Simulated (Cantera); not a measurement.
A freely propagating, adiabatic, planar premixed flame of H2 : O2 : N2 = 1 : 0.385 : 1.38 (molar parts), equivalence ratio 1.3, unburnt at 475 K and 0.118 atm; mixture-averaged transport, grid criteria slope 0.08 and curve 0.16, no radiation.

Model: the H2/O2 subset of GRI-Mech 3.0, which has no nitrogen chemistry, integrated in Cantera. Burning velocities carry a grid error of a few per cent, more on coarse grids.

x: mole fraction of selected species; z is measured from the peak of heat release.

| z (mm) | T (K) | u (m/s) | x H2 | x O2 | x O | x H2O | x OH | x H2O2 |
|---|---|---|---|---|---|---|---|---|
| -19.9 | 475 | 4.55 | 0.362 | 0.139 | <1e-8 | <1e-8 | <1e-8 | <1e-8 |
| -13.2 | 475 | 4.55 | 0.362 | 0.139 | <1e-8 | <1e-8 | <1e-8 | <1e-8 |
| -9.93 | 475 | 4.55 | 0.362 | 0.139 | <1e-8 | <1e-8 | <1e-8 | <1e-8 |
| -6.62 | 475 | 4.55 | 0.362 | 0.139 | <1e-8 | <1e-8 | <1e-8 | <1e-8 |
| -3.31 | 480 | 4.60 | 0.361 | 0.139 | 3.64e-6 | 0.000241 | 2.30e-5 | 1.09e-6 |
| -1.66 | 639 | 6.04 | 0.336 | 0.135 | 0.000149 | 0.0129 | 0.000420 | 3.27e-6 |
| 0 | 1079 | 9.88 | 0.189 | 0.0857 | 0.00645 | 0.119 | 0.00266 | 4.64e-7 |
| 1.66 | 1359 | 12.3 | 0.0831 | 0.0228 | 0.0108 | 0.234 | 0.00682 | 5.66e-7 |
| 3.31 | 1471 | 13.2 | 0.0783 | 0.0160 | 0.0106 | 0.247 | 0.00877 | 4.87e-7 |
| 6.62 | 1600 | 14.2 | 0.0833 | 0.0139 | 0.0100 | 0.252 | 0.0109 | 3.33e-7 |
| 13.2 | 1746 | 15.4 | 0.0881 | 0.0116 | 0.00882 | 0.259 | 0.0130 | 1.85e-7 |
| 26.5 | 1901 | 16.5 | 0.0915 | … | … | 0.268 | 0.0144 | … |
| 53.0 | 2053 | 17.6 | 0.0933 | … | … | 0.279 | 0.0147 | … |

Task: Some entries are withheld; supply them.

Result: 
- 26.5, x O2: 0.00906
- 26.5, x O: 0.00707
- 26.5, x H2O2: 9.55e-8
- 53.0, x O2: 0.00653
- 53.0, x O: 0.00509
- 53.0, x H2O2: 5.18e-8
